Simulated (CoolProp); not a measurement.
The fluid at 228.57 K and 0.103 MPa is throttled through a valve to 0.00611 MPa with no heat exchange. The same conditions are run with several fluids, on thermodynamics alone (safety and materials aside).

Computed with CoolProp (reference Helmholtz-energy equation of state of each fluid (CH2F2 (R32): Tillner-Roth 1997; oxygen: Schmidt 1985; nitrous oxide: Lemmon 2006; CF4 (R14): Platzer 1990; methane: Setzmann 1991)). The equations of Platzer and Polt are older, rougher fits.

**Question.** Rank CH2F2 (R32), oxygen, nitrous oxide, CF4 (R14), methane by temperature change (K), highest first.

**Answer.** oxygen (-0.4), methane (-0.7), CF4 (R14) (-1.0), nitrous oxide (-2.0), CH2F2 (R32) (-7.4)

| fluid | final density (kg/m³) |
|---|---|
| CH2F2 (R32) | 0.173 |
| oxygen | 0.103 |
| nitrous oxide | 0.143 |
| CF4 (R14) | 0.284 |
| methane | 0.0518 |
